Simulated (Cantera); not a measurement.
## Diamond growth

A diamond (100) surface in a fixed gas of H2 with x(CH4) = 0.012, x(H) = 0.0044, x(CH3) = 0.00072, at 950 K; coverages are run to steady state.

Model: the Harris–Goodwin 1993 mechanism for the reconstructed diamond (100) surface, integrated in Cantera.

```csv
P (Pa),growth (µm/h),θ c6HH,θ c6H*,θ c6*H,θ c6**,θ c6HM
1300,3.23,0.568,0.0124,0.295,0.00563,0.0916
2000,5.03,0.567,0.0124,0.294,0.00562,0.0929
3000,7.61,0.566,0.0124,0.294,0.00561,0.0937
4700,12.0,0.566,0.0124,0.293,0.00561,0.0943
7100,18.2,0.565,0.0124,0.293,0.00561,0.0946
11000,28.3,0.565,0.0124,0.293,0.00561,0.0949
17000,43.7,0.565,0.0125,0.293,0.00561,0.0950
26000,67.0,0.565,0.0125,0.293,0.00562,0.0952
```
θ: site fractions in the mechanism's names (c6HH fully hydrogenated, c6H* and c6*H radical sites, c6** diradical, c6HM methylated).
